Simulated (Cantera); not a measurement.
Thermodynamics of carbon deposition, reforming and gasification, feed C₃H₈ + O₂

A closed system holds: 1 mol C₃H₈, a varied amount of O₂, equilibrated at 400 °C and 8.30 mbar.

Equilibrium computed with Cantera from the NASA thermochemical tables; the gas is ideal and each condensed phase is pure. Candidate condensed phases: C, C₆H₆, C₇H₈, C₈H₁₈, H₂O; 110 gas species. The numbers say what is thermodynamically allowed, not how fast it happens.

From 0.013 mol O₂ to 0.15 mol O₂ the condensed part is C(graphite). The main C-bearing gas is CH₄ throughout.

```json
[
 {"n(O₂) (mol)": "0.013", "x H₂": "0.892", "x CH₄": "0.101", "x H₂O": "0.00624", "x CO": "0.000776", "n C(graphite)": "2.63"},
 {"n(O₂) (mol)": "0.028", "x H₂": "0.886", "x CH₄": "0.0993", "x H₂O": "0.0131", "x CO": "0.00164", "n C(graphite)": "2.63"},
 {"n(O₂) (mol)": "0.044", "x H₂": "0.879", "x CH₄": "0.0978", "x H₂O": "0.0201", "x CO": "0.00254", "n C(graphite)": "2.63"},
 {"n(O₂) (mol)": "0.059", "x H₂": "0.873", "x CH₄": "0.0965", "x H₂O": "0.0264", "x CO": "0.00335", "n C(graphite)": "2.63"},
 {"n(O₂) (mol)": "0.075", "x H₂": "0.866", "x CH₄": "0.0950", "x H₂O": "0.0328", "x CO": "0.00419", "n C(graphite)": "2.63"},
 {"n(O₂) (mol)": "0.091", "x H₂": "0.860", "x CH₄": "0.0936", "x H₂O": "0.0389", "x CO": "0.00501", "n C(graphite)": "2.63"},
 {"n(O₂) (mol)": "0.11", "x H₂": "0.852", "x CH₄": "0.0920", "x H₂O": "0.0458", "x CO": "0.00595", "n C(graphite)": "2.62"},
 {"n(O₂) (mol)": "0.12", "x H₂": "0.849", "x CH₄": "0.0912", "x H₂O": "0.0492", "x CO": "0.00643", "n C(graphite)": "2.62"},
 {"n(O₂) (mol)": "0.14", "x H₂": "0.841", "x CH₄": "0.0896", "x H₂O": "0.0560", "x CO": "0.00738", "n C(graphite)": "2.62"},
 {"n(O₂) (mol)": "0.15", "x H₂": "0.837", "x CH₄": "0.0888", "x H₂O": "0.0592", "x CO": "0.00784", "n C(graphite)": "2.61"}
]
```
x: gas mole fraction; n: condensed amount in mol.
